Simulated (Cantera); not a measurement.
## Equilibrium for silicon nitride deposition: SiH2Cl2 + NH3 + H2

A closed system holds: 1 mol SiH2Cl2, 0.59 mol NH3, 10 mol H2, at 13.3 mbar.

Equilibrium computed with Cantera from the NASA thermochemical tables; the gas is ideal and each condensed phase is pure. Candidate condensed phases: NH4Cl, Si, Si3N4; 28 gas species. Mutual solubility and eutectic melting of coexisting phases are not modelled. The tables' values for SiCl3, SiCl are old estimates; treat these amounts as uncertain. Gases not in the tables: Si2H6 and higher silanes. Kinetics and transport are ignored.

From 850 K to 1550 K the condensed part is Si(s) + Si3N4(s). At 1650 K the condensed part is Si(s). From 1750 K to 1950 K the condensed part is Si(l). The main Si-bearing gas is SiCl4 at 850 K and SiCl2 at 1950 K. The share of Si in condensed phases is highest at 1250 K (62.3 %) and lowest at 850 K (48.9 %).

```csv
T (K),x H2,x HCl,x SiCl4,x SiCl2,x N2,n Si(s),n Si3N4(s),n Si(l)
850,0.953,0.00583,0.0322,4.24e-5,<1e-12,0.0465,0.147,0
950,0.945,0.0163,0.0295,0.000431,1.15e-10,0.0779,0.147,0
1050,0.930,0.0358,0.0235,0.00258,1.04e-8,0.126,0.147,0
1150,0.907,0.0621,0.0137,0.00935,4.23e-7,0.170,0.147,0
1250,0.887,0.0834,0.00447,0.0197,9.47e-6,0.181,0.147,0
1350,0.879,0.0910,0.000888,0.0265,0.000133,0.173,0.147,0
1450,0.876,0.0915,0.000166,0.0295,0.00128,0.183,0.139,0
1550,0.869,0.0898,3.55e-5,0.0309,0.00921,0.326,0.0876,0
1650,0.858,0.0873,8.87e-6,0.0316,0.0224,0.577,0,0
1750,0.855,0.0890,2.71e-6,0.0308,0.0224,0,0,0.587
1850,0.851,0.0923,9.45e-7,0.0289,0.0223,0,0,0.603
1950,0.843,0.0947,3.61e-7,0.0270,0.0222,0,0,0.601
```
x: gas mole fraction; n: condensed amount in mol.
